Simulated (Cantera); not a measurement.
A perfectly stirred reactor is fed with 1.77 % CH₄, 98.2 % H₂, at 1330 Pa; it is held at 2150 K, and followed from long to short residence time.

Cantera simulation using GRI-Mech 3.0 (53 species, 325 reactions); the numbers are that mechanism's predictions, not measurements. GRI-Mech 3.0 stops at C3 and has no aromatics, soot or wall deposition, so with more carbon than oxygen in the feed, carbon stays in small species such as C2H2 where larger ones or solid carbon would form. Radical loss at walls, strong at low pressure, is not modelled.

x: mole fraction; the columns are a selection and need not sum to one.

```
τ (s)      x CH₄   x H₂    x C₂H    x CH₂      x H   x C₂H₂    x C₂H₆
------  --------  -----  -------  -------  -------  -------  --------
14       6.88e-5  0.958  8.87e-6  2.25e-6   0.0335  0.00847  8.20e-11
5.3     0.000130  0.961  8.06e-6  3.52e-6   0.0306  0.00844  2.73e-10
2.0            ?  0.965        ?        ?        ?  0.00836         ?
0.78    0.000590  0.969  5.48e-6  7.72e-6   0.0217  0.00817   4.27e-9
0.30           ?  0.973        ?        ?        ?  0.00775         ?
0.11     0.00276  0.975  2.99e-6  1.43e-5   0.0142  0.00687   6.33e-8
0.044    0.00519  0.977  1.93e-6  1.70e-5   0.0115  0.00547   1.82e-7
0.017    0.00904  0.977  9.29e-7  1.73e-5  0.00897  0.00337   4.19e-7
0.0064    0.0135  0.978  2.16e-7  1.20e-5  0.00609  0.00116   5.80e-7
```

Q: Fill in the missing entries.

A: 
- 2.0, x CH₄: 0.000273
- 2.0, x C₂H: 6.82e-6
- 2.0, x CH₂: 5.36e-6
- 2.0, x H: 0.0263
- 2.0, x C₂H₆: 1.07e-9
- 0.30, x CH₄: 0.00128
- 0.30, x C₂H: 4.21e-6
- 0.30, x CH₂: 1.07e-5
- 0.30, x H: 0.0176
- 0.30, x C₂H₆: 1.68e-8
